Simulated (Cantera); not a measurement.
Standard-state values (1 bar) from the NASA 1993 polynomials, evaluated with Cantera. Values are per mole of reaction as written; species without (g) are pure solids or liquids, kept so even where they would boil at 1 bar.

Q: Between 300 and 1475 K, where is each reaction favourable under standard conditions?
- 6 FeCl₂ + C₃H₈(g) ⇌ 4 H₂(g) + 6 Fe + 3 CCl₄(g)
- C₂H₆(g) + 2 FeCl₃(g) ⇌ 2 CH₃Cl(g) + 2 FeCl₂
- C₂H₆(g) + Fe + CH₂Cl₂(g) ⇌ C₃H₈(g) + FeCl₂

A: 
- 6 FeCl₂ + C₃H₈(g) ⇌ 4 H₂(g) + 6 Fe + 3 CCl₄(g): ΔG° is 1677 kJ at 300 K and 1091 kJ at 1475 K; it stays positive (K < 1). ΔH° is 1551 kJ and ΔS° 312 J/K at 1475 K.
- C₂H₆(g) + 2 FeCl₃(g) ⇌ 2 CH₃Cl(g) + 2 FeCl₂: ΔG° is -194 kJ at 300 K and -36 kJ at 1475 K; it stays negative (K > 1). ΔH° is -109 kJ and ΔS° -50 J/K at 1475 K.
- C₂H₆(g) + Fe + CH₂Cl₂(g) ⇌ C₃H₈(g) + FeCl₂: ΔG° is -226 kJ at 300 K and -108 kJ at 1475 K; it stays negative (K > 1). ΔH° is -201 kJ and ΔS° -63 J/K at 1475 K.
